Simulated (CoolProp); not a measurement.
The fluid at 415.67 K and 0.27 MPa flows at 0.22 m/s in a round tube of 12.7 mm bore and 0.25 µm roughness, fully developed (64/Re and Nu = 3.66 if laminar; Colebrook and Gnielinski if turbulent). The same conditions are run with several fluids, on thermodynamics alone (safety and materials aside).

Values from CoolProp's reference Helmholtz-energy equation of state of each fluid (C2F6 (R116): Lemmon 2006; sulfur hexafluoride: Guder 2009; CH2F2 (R32): Tillner-Roth 1997; ethanol: Schroeder 2014).

```
fluid                Reynolds number  Darcy friction factor  pressure drop (Pa/m)  heat-transfer coefficient (W/(m² K))  mass flow (kg/h)
-------------------  ---------------  ---------------------  --------------------  ------------------------------------  ----------------
C2F6 (R116)                     1570                 0.0407                 0.844                                  6.93              1.09
sulfur hexafluoride             1580                 0.0406                 0.892                                  6.31              1.16
CH2F2 (R32)                      622                  0.103                 0.805                                  7.13             0.412
ethanol                          849                 0.0754                 0.537                                  8.13             0.375
```

Transport values come from each fluid's own correlations; those of C2F6 (R116), CH2F2 (R32) are estimates that may be off by 10 % or more.
